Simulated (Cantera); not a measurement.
Premixed flame

A freely propagating, adiabatic, planar premixed flame of CH4 : C2H6 : O2 : N2 = 1 : 0.34 : 2.45 : 9.23 (molar parts), equivalence ratio 1.3, unburnt at 548 K and 1.01 bar; mixture-averaged transport, grid criteria slope 0.08 and curve 0.16, no radiation.

Model: GRI-Mech 3.0 (53 species, 325 reactions), integrated in Cantera. Burning velocities carry a grid error of a few per cent, more on coarse grids.

| z (mm) | T (K) | u (m/s) | x CH4 | x C2H6 | x O2 | x CH3 | x CH2CO | x CH2O |
|---|---|---|---|---|---|---|---|---|
| -1.09 | 548 | 0.909 | 0.0766 | 0.0261 | 0.188 | <1e-8 | <1e-8 | 1.90e-7 |
| -0.726 | 551 | 0.918 | 0.0761 | 0.0259 | 0.187 | 2.63e-8 | 1.01e-7 | 2.77e-6 |
| -0.544 | 564 | 0.944 | 0.0751 | 0.0258 | 0.185 | 1.92e-7 | 9.95e-7 | 2.12e-5 |
| -0.363 | 651 | 1.10 | 0.0706 | 0.0247 | 0.177 | 5.47e-6 | 1.49e-5 | 0.000217 |
| -0.181 | 1097 | 1.91 | 0.0502 | 0.0165 | 0.136 | 0.000591 | 0.000240 | 0.00144 |
| -0.0907 | 1503 | 2.67 | 0.0295 | 0.00626 | 0.0911 | 0.00311 | 0.000593 | 0.00148 |
| 0 | 1863 | 3.35 | 0.00903 | 0.000389 | 0.0441 | 0.00370 | 0.000448 | 0.000649 |
| 0.0907 | 2036 | 3.68 | 0.00122 | 3.32e-6 | 0.0167 | 0.00103 | 7.96e-5 | 0.000164 |
| 0.181 | 2087 | 3.76 | 0.000109 | 2.36e-8 | 0.00646 | 0.000134 | 7.44e-6 | 2.34e-5 |
| 0.363 | 2113 | 3.79 | 9.83e-7 | <1e-8 | 0.00217 | 1.57e-6 | 9.76e-8 | 3.01e-7 |
| 0.726 | 2137 | 3.82 | <1e-8 | <1e-8 | 0.00134 | <1e-8 | <1e-8 | <1e-8 |
| 1.45 | 2166 | 3.87 | <1e-8 | <1e-8 | 0.000895 | <1e-8 | <1e-8 | <1e-8 |
| 2.90 | 2196 | 3.91 | <1e-8 | <1e-8 | 0.000494 | <1e-8 | <1e-8 | <1e-8 |
x: mole fraction of selected species; z is measured from the peak of heat release.

```
Quantity                      Value
------------------------  ---------
laminar burning velocity  90.7 cm/s
thermal thickness          0.363 mm
peak x(CH3)                 0.00426
peak x(CH2CO)              0.000645
peak x(CH2O)                0.00163
grid points                     154
```
